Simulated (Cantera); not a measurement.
An isothermal, constant-pressure homogeneous reactor starts with 14.7 % C2H4, 85.3 % H2, at 1898 K and 0.000470 bar.

Computed with Cantera and GRI-Mech 3.0 (53 species, 325 reactions). GRI-Mech 3.0 was tuned for natural gas; its chemistry of ethylene as a main component is partial and can be far from experiment. GRI-Mech 3.0 stops at C3 and has no aromatics, soot or wall deposition, so with more carbon than oxygen in the feed, carbon stays in small species such as C2H2 where larger ones or solid carbon would form. Radical loss at walls, strong at low pressure, is not modelled.

x: mole fraction; the columns are a selection and need not sum to one.

```json
[
 {"t (s)": "0.000400", "x C2H4": "0.146", "x H2": "0.853", "x H": "1.22e-6", "x C2H6": "1.34e-9", "x C2H": "9.44e-12", "x CH4": "5.40e-11"},
 {"t (s)": "0.00111", "x C2H4": "0.145", "x H2": "0.853", "x H": "3.45e-6", "x C2H6": "5.74e-9", "x C2H": "7.44e-11", "x CH4": "1.10e-9"},
 {"t (s)": "0.00308", "x C2H4": "0.143", "x H2": "0.854", "x H": "(withheld)", "x C2H6": "(withheld)", "x C2H": "5.74e-10", "x CH4": "(withheld)"},
 {"t (s)": "0.00854", "x C2H4": "0.135", "x H2": "0.854", "x H": "2.68e-5", "x C2H6": "1.79e-8", "x C2H": "4.33e-9", "x CH4": "1.66e-7"},
 {"t (s)": "0.0237", "x C2H4": "0.115", "x H2": "0.857", "x H": "7.17e-5", "x C2H6": "1.57e-8", "x C2H": "3.04e-8", "x CH4": "9.54e-7"},
 {"t (s)": "0.0658", "x C2H4": "0.0713", "x H2": "0.862", "x H": "0.000163", "x C2H6": "9.79e-9", "x C2H": "1.62e-7", "x CH4": "4.27e-6"},
 {"t (s)": "0.182", "x C2H4": "0.0172", "x H2": "0.869", "x H": "0.000274", "x C2H6": "2.38e-9", "x C2H": "4.61e-7", "x CH4": "1.07e-5"},
 {"t (s)": "0.506", "x C2H4": "0.000194", "x H2": "0.871", "x H": "0.000571", "x C2H6": "2.67e-11", "x C2H": "1.09e-6", "x CH4": "1.34e-5"},
 {"t (s)": "1.40", "x C2H4": "1.12e-5", "x H2": "0.870", "x H": "0.00155", "x C2H6": "1.53e-12", "x C2H": "2.96e-6", "x CH4": "1.33e-5"},
 {"t (s)": "3.90", "x C2H4": "(withheld)", "x H2": "0.868", "x H": "(withheld)", "x C2H6": "<1e-12", "x C2H": "(withheld)", "x CH4": "1.29e-5"},
 {"t (s)": "10.8", "x C2H4": "2.14e-6", "x H2": "0.862", "x H": "0.0101", "x C2H6": "1.09e-12", "x C2H": "1.94e-5", "x CH4": "1.22e-5"},
 {"t (s)": "30.0", "x C2H4": "1.01e-6", "x H2": "0.852", "x H": "0.0209", "x C2H6": "1.07e-12", "x C2H": "4.03e-5", "x CH4": "1.01e-5"}
]
```

Q: Complete the blanks.

A: 
- 0.00308, x H: 9.66e-6
- 0.00308, x C2H6: 1.39e-8
- 0.00308, x CH4: 1.85e-8
- 3.90, x C2H4: 5.05e-6
- 3.90, x H: 0.00412
- 3.90, x C2H: 7.86e-6
